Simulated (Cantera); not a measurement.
Feed: 1 mol HF, 0.18 mol H₂O, 6.3 mol N₂, held at 1473.15 K and 10.0 mbar.

Cantera equilibrium calculation (NASA polynomials, part measured and part estimated; ideal gas, pure solids and liquids). Candidate condensed phases: H₂O; 40 gas species. Kinetics and transport are ignored.

Question: What is the equilibrium state?

Answer: x(N₂): 0.842
x(HF): 0.134
x(H₂O): 0.0240
x(H₂): 6.43e-5
x(O₂): 2.40e-5
x(NO): 1.18e-5
x(OH): 9.87e-6
x(H): 1.02e-6
gas amount: 7.480 mol
